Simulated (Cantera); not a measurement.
# Thermodynamics of oxide etching and cleaning by halides, feed Al2O3 + HCl + H2

A closed system holds: 1 mol Al2O3, 32 mol HCl, 4.1 mol H2, equilibrated at 1848 K.

Cantera equilibrium calculation (NASA polynomials, part measured and part estimated; ideal gas, pure solids and liquids). Candidate condensed phases: Al, AlCl3, Al2O3, H2O; 29 gas species. The tables' values for AlCl2 are old estimates; treat these amounts as uncertain. Gases not in the tables: Al(OH)3. Rates play no part.

From 0.00750 Torr to 750 Torr the condensed part is Al2O3(s). The share of Al in condensed phases is highest at 0.563 Torr (94.0 %) and lowest at 750 Torr (83.8 %).

| P (Pa) | x HCl | x Cl | x H2 | x H | x H2O | x AlCl3 | x AlCl | x AlCl2 | n Al2O3(s) |
|---|---|---|---|---|---|---|---|---|---|
| 1 | 0.578 | 0.187 | 0.155 | 0.0659 | 0.00777 | 1.95e-5 | 0.00503 | 0.000190 | 0.882 |
| 4.20 | 0.700 | 0.115 | 0.143 | 0.0310 | 0.00633 | 9.63e-5 | 0.00374 | 0.000363 | 0.912 |
| 18 | 0.781 | 0.0647 | 0.131 | 0.0143 | 0.00520 | 0.000372 | 0.00248 | 0.000582 | 0.932 |
| 75 | 0.827 | 0.0347 | 0.123 | 0.00680 | 0.00475 | 0.00103 | 0.00139 | 0.000725 | 0.940 |
| 320 | 0.852 | 0.0176 | 0.119 | 0.00323 | 0.00509 | 0.00210 | 0.000600 | 0.000680 | 0.937 |
| 1300 | 0.863 | 0.00894 | 0.116 | 0.00159 | 0.00613 | 0.00334 | 0.000224 | 0.000523 | 0.926 |
| 5600 | 0.867 | 0.00435 | 0.115 | 0.000760 | 0.00787 | 0.00481 | 7.35e-5 | 0.000360 | 0.905 |
| 24000 | 0.866 | 0.00210 | 0.115 | 0.000366 | 0.0103 | 0.00662 | 2.35e-5 | 0.000239 | 0.876 |
| 100000 | 0.862 | 0.00103 | 0.114 | 0.000179 | 0.0135 | 0.00887 | 7.61e-6 | 0.000157 | 0.838 |
x: gas mole fraction; n: condensed amount in mol.
